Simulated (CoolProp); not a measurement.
Computed with CoolProp (reference Helmholtz-energy equation of state, Bücker 2006).

**Question.** Give the vapour pressure (bar), enthalpy of vaporisation (kJ/kg), liquid cp (kJ/(kg K)), surface tension (mN/m) of saturated ethane at -61.65, -37.55 °C.

**Answer.** 
```json
[
 {"T (°C)": "-61.65", "p (bar)": "3.55", "enthalpy of vaporisation (kJ/kg)": "450", "liquid cp (kJ/(kg K))": "2.58", "surface tension (mN/m)": "12.0"},
 {"T (°C)": "-37.55", "p (bar)": "8.42", "enthalpy of vaporisation (kJ/kg)": "405", "liquid cp (kJ/(kg K))": "2.79", "surface tension (mN/m)": "8.37"}
]
```

Surface tension comes from a separate correlation (Mulero 2012).
